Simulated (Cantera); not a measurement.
An isothermal, constant-pressure homogeneous reactor starts with NH₃ : N₂ = 1 : 0.62 (molar parts), at 1973 K and 0.0444 atm. Integrator tolerance rtol = 1e-08.

Computed with Cantera and the gas-phase N/H chemistry of the illustrative SiF4/NH3 mechanism in the Surface Chemkin manual (1991). Walls and surfaces, which speed up NH3 decomposition in real reactors, are not modelled.

**Question.** What does this change do: pressure from 0.0444 atm to 0.671 atm?

**Answer.** 
| quantity | before | after |
|---|---|---|
| x(NH₃) at 2.00 s | 0.0494 (gas-phase equilibrium 2.64e-7) | 0.000360 (gas-phase equilibrium 4.02e-6) |
| x(NH₂) at 2.00 s | 0.000170 (gas-phase equilibrium 6.46e-9) | 2.25e-6 (gas-phase equilibrium 2.53e-8) |
| x(NH) at 2.00 s | 6.94e-6 (gas-phase equilibrium 1.92e-9) | 1.72e-7 (gas-phase equilibrium 1.93e-9) |
| x(H₂) at 2.00 s | 0.526 (gas-phase equilibrium 0.569) | 0.571 (gas-phase equilibrium 0.572) |
| x(H) at 2.00 s | 0.000628 (gas-phase equilibrium 0.00483) | 0.00124 (gas-phase equilibrium 0.00125) |
| x(N₂) at 2.00 s | 0.424 (gas-phase equilibrium 0.426) | 0.427 (gas-phase equilibrium 0.427) |
| x(N₂H₄) at 2.00 s | 7.50e-10 (gas-phase equilibrium <1e-12) | 1.99e-12 (gas-phase equilibrium <1e-12) |

**Question.** What does this change do: pressure from 0.0444 atm to 0.0263 atm?

**Answer.** 
```tsv
quantity	before	after
x(NH₃) at 2.00 s	0.0494 (gas-phase equilibrium 2.64e-7)	0.0928 (gas-phase equilibrium 1.56e-7)
x(NH₂) at 2.00 s	0.000170 (gas-phase equilibrium 6.46e-9)	0.000276 (gas-phase equilibrium 4.96e-9)
x(NH) at 2.00 s	6.94e-6 (gas-phase equilibrium 1.92e-9)	9.62e-6 (gas-phase equilibrium 1.92e-9)
x(H₂) at 2.00 s	0.526 (gas-phase equilibrium 0.569)	0.486 (gas-phase equilibrium 0.568)
x(H) at 2.00 s	0.000628 (gas-phase equilibrium 0.00483)	0.000503 (gas-phase equilibrium 0.00627)
x(N₂) at 2.00 s	0.424 (gas-phase equilibrium 0.426)	0.421 (gas-phase equilibrium 0.426)
x(N₂H₄) at 2.00 s	7.50e-10 (gas-phase equilibrium <1e-12)	1.18e-9 (gas-phase equilibrium <1e-12)
```
